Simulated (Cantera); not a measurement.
A closed system holds: 1 mol H2O, 4.2 mol O2, held at 34.0 Pa.

Method: chemical equilibrium by Gibbs-energy minimisation in Cantera with the NASA 1993 tables (ideal gas, pure condensed phases). Candidate condensed phases: H2O; 9 gas species. Rates play no part. All values below are at 2648 K.

Base state: O 0.633, H 0.170, O2 0.164, OH 0.0263, H2 0.00452, H2O 0.00288 (mole fractions); condensed: gas only.

What changes in the equilibrium state with this change: H2O replaced by HCl?


```
species   before     after
-------  -------  --------
O          0.633     0.621
O2         0.164     0.157
Cl             0     0.111
H          0.170    0.0924
OH        0.0263    0.0140
HCl            0   0.00231
H2O      0.00288  0.000839
H2       0.00452   0.00134
```
